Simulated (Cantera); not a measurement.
Input: 1 mol Hg, 1 mol H₂, held at 1448.15 K and 0.240 bar.

These are equilibrium values from Cantera (NASA tables, ideal gas, pure condensed phases), not measurements of a reactor. Candidate condensed phases: Hg; 3 gas species. Equilibrium is a limit: real reactors are often held back by kinetics, nucleation or transport.

Base state: Hg 0.500, H₂ 0.500, H 1.33e-5 (mole fractions); condensed: gas only.

Problem. What changes in the equilibrium state with this change: Hg replaced by HgO?

Solution. 
```tsv
species	before	after
Hg	0.500	0.500
H₂O	0	0.500
H₂	0.500	0.000124
O₂	0	5.72e-5
OH	0	2.01e-5
H	1.33e-5	2.10e-7
```
Further candidate phases: H₂O, HgO.
